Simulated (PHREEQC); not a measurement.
Solution A (2.8 mmol/kgw H2SO4 and 1.1 mmol/kgw MnSO4) is mixed with solution B (22 mmol/kgw Fe2(SO4)3, 0.36 mmol/kgw Zn(NO3)2 and 0.35 mmol/kgw H3AsO4) at 25 °C; shares are by mass of water, 1 kg in all. No oxygen is let in. No CO2 enters from the air. Slow redox steps are shut off: nitrate isn't reduced, sulfate isn't reduced. Names ending in (a), (am) or -a are amorphous solids. Solids allowed: Fe(OH)3(a), Pyrochroite, Zincite(c), Zn4(OH)6SO4, Scorodite, Zn3(AsO4)2:2.5w, Mn3(AsO4)2:8H2O, Goslarite. Others were left out.

All values are PHREEQC results (ion-association model, wateq4f.dat), not measurements.

Q: Predict pH, Mn+2 (mol/kgw) at share of solution B = 0.1, 0.6, 0.7.

A: 
| share of solution B | pH | Mn+2 (mol/kgw) |
|---|---|---|
| 0.1 | 2.43 | 0.000759 |
| 0.6 | 2.62 | 0.000291 |
| 0.7 | 2.64 | 0.000215 |

Species that the database lacks are ignored. The database's scorodite may be far more soluble than the real mineral, and it has no iron arsenate complexes; the constant wasn't checked at its source. The database has no arsenate complexes of Zn, Mn.
